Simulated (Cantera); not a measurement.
A closed system holds: 1 mol Al, 2.8 mol HCl, 38 mol H₂, at 1125 K and 0.0100 bar.

Method: chemical equilibrium by Gibbs-energy minimisation in Cantera with the NASA 1993 tables (ideal gas, pure condensed phases). Candidate condensed phases: Al, AlCl₃; 12 gas species. The tables' values for AlCl₂ are old estimates; treat these amounts as uncertain. Rates play no part.

Base state: H₂ 0.973, AlCl₃ 0.0208, AlCl 0.00283, HCl 0.00178, AlCl₂ 0.00106 (mole fractions); condensed: gas only.

### Question
What changes in the equilibrium state with this change: temperature from 1125 K to 598 K?

### Answer
| species | before | after |
|---|---|---|
| H₂ | 0.973 | 0.980 |
| AlCl₃ | 0.0208 | 0.0158 |
| Al₂Cl₆ | 9.40e-8 | 0.00373 |
| HCl | 0.00178 | 1.31e-8 |
| AlCl | 0.00283 | 3.86e-7 |
| AlCl₂ | 0.00106 | 3.40e-7 |
| Al(s), mol | 0 | 0.0667 |
